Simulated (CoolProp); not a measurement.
A closed Brayton cycle with dry air: compressor inlet 305.15 K and 0.14 MPa, high pressure 0.471 MPa, turbine inlet 925 K, compressor efficiency 0.89, turbine efficiency 0.9, recuperator effectiveness 0.9 (on enthalpy, no pinch check). Each further row changes one setting.

Model: reference Helmholtz-energy equation of state, Lemmon 2000, in CoolProp. It is a pseudo-pure fit of the blend.

```json
[
 {"case": "as stated", "thermal efficiency (%)": "?", "net work (kJ/kg)": "106", "compressor to turbine work": "0.57", "compressor exit (K)": "446.3", "turbine exit (K)": "699.1"},
 {"case": "turbine inlet 875 K", "thermal efficiency (%)": "35.9", "net work (kJ/kg)": "92.5", "compressor to turbine work": "?", "compressor exit (K)": "446.3", "turbine exit (K)": "659.5"},
 {"case": "compressor inlet 315.15 K", "thermal efficiency (%)": "37.1", "net work (kJ/kg)": "102", "compressor to turbine work": "?", "compressor exit (K)": "?", "turbine exit (K)": "699.1"},
 {"case": "high pressure 0.4 MPa", "thermal efficiency (%)": "?", "net work (kJ/kg)": "99.4", "compressor to turbine work": "?", "compressor exit (K)": "?", "turbine exit (K)": "726.0"},
 {"case": "recuperator effectiveness 0.5", "thermal efficiency (%)": "?", "net work (kJ/kg)": "106", "compressor to turbine work": "0.57", "compressor exit (K)": "446.3", "turbine exit (K)": "699.1"}
]
```

### Question
Complete the blanks.

### Answer

- as stated, thermal efficiency (%): 38.6
- turbine inlet 875 K, compressor to turbine work: 0.61
- compressor inlet 315.15 K, compressor to turbine work: 0.59
- compressor inlet 315.15 K, compressor exit (K): 460.7
- high pressure 0.4 MPa, thermal efficiency (%): 39.5
- high pressure 0.4 MPa, compressor to turbine work: 0.55
- high pressure 0.4 MPa, compressor exit (K): 424.5
- recuperator effectiveness 0.5, thermal efficiency (%): 27.9
